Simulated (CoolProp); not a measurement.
Properties of acetone along the isotherm 365.7 K.

Model: reference Helmholtz-energy equation of state, Lemmon 2006, in CoolProp. It is a short technical equation, of lower accuracy than the large ones.

```csv
p (MPa),phase,density (kg/m³),cp (kJ/(kg K)),isothermal compressibility (1/MPa),expansivity (1/kK),fugacity coefficient
0.0223,gas,0.4288,1.502,45.15,2.816,0.9933
0.0507,gas,0.9835,1.526,20.04,2.924,0.9849
0.115,gas,2.278,1.585,9.028,3.195,0.9657
0.262,gas,5.471,1.751,4.207,3.988,0.9217
0.597,liquid,704.3,2.356,0.002684,1.869,0.4695
1.36,liquid,705.7,2.351,0.002625,1.844,0.2104
3.09,liquid,708.8,2.340,0.002500,1.789,0.09703
7.04,liquid,715.5,2.318,0.002261,1.682,0.04735
```
